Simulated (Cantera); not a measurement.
A closed system holds: 1 mol CH3Cl, 0.5 mol H2, held at 502 °C and 10000 Pa.

Cantera equilibrium calculation (NASA polynomials, part measured and part estimated; ideal gas, pure solids and liquids). Candidate condensed phases: C, C6H6, C7H8, C8H18; 91 gas species. Equilibrium is a limit: real reactors are often held back by kinetics, nucleation or transport.

What is the equilibrium state?


```json
{
 "x(H2)": "0.522",
 "x(HCl)": "0.422",
 "x(CH4)": "0.0557",
 "n(C(graphite))": "0.868 mol",
 "gas_amount": "2.368 mol"
}
```
